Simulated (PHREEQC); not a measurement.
Make-up at 80 °C: 0.044 mol/kgw NH4BF4. Closed to the air; pH follows from the charge balance.

All values are PHREEQC results (ion-association model, wateq4f.dat), not measurements.

Precipitation was switched off in this run.

Task: Order these F species by the share of F that they hold, largest first: HF, BF3OH-, BF2(OH)2-, F-, BF4-.

Result: BF4- (82 %), HF (7.8 %), BF3OH- (5.2 %), BF2(OH)2- (2.4 %), F- (2.1 %)

Task: Order these B species by the share of B that they hold, largest first: H3BO3, BF4-, BF2(OH)2-, BF3OH-.

Result: BF4- (82 %), BF3OH- (6.9 %), H3BO3 (6.1 %), BF2(OH)2- (4.7 %)

The pH is 2.98 and the ionic strength 0.0452 mol/kgw. Away from 25 °C the constants follow the database's enthalpies or fits; those with neither stay at their 25 °C values. Real BF4- forms and hydrolyses slowly; the run takes it at equilibrium.
